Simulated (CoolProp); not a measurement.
Vapour-liquid equilibrium of propane (1) + cyclopropane (2) at 60.35 °C; x and y are mole fractions of (1).

Values from CoolProp's multi-fluid Helmholtz-energy mixture model, Lemmon 2009 and Polt 1992; pair parameters Bell 2016. This equation is an older, rougher fit; its heat capacities, sound speeds and derivatives of the liquid may be far off and weren't checked against measurements.

```
x      bubble pressure, mixture model (kPa)  bubble pressure, Raoult's law (kPa)  y, mixture model  y, Raoult's law
-----  ------------------------------------  -----------------------------------  ----------------  ---------------
0.05                                   1736                                 1717             0.066            0.062
0.125                                  1793                                 1750             0.158            0.152
0.2                                    1847                                 1782             0.243            0.239
0.275                                  1896                                 1815             0.323            0.323
0.35                                   1941                                 1848             0.399            0.404
0.425                                  1982                                 1881             0.471            0.482
0.5                                    2018                                 1913             0.540            0.557
0.575                                  2050                                 1946             0.608            0.630
0.65                                   2078                                 1979             0.675            0.700
0.725                                  2100                                 2012             0.742            0.768
0.8                                    2117                                 2045             0.809            0.834
0.875                                  2128                                 2077             0.879            0.898
0.95                                   2133                                 2110             0.950            0.960
```

The largest gap from Raoult's law is +5.5 % in bubble pressure, at x = 0.5. No azeotrope shows between x = 0.05 and 0.95.

The pair parameters rest on a limited set of measurements; away from them the model extrapolates.
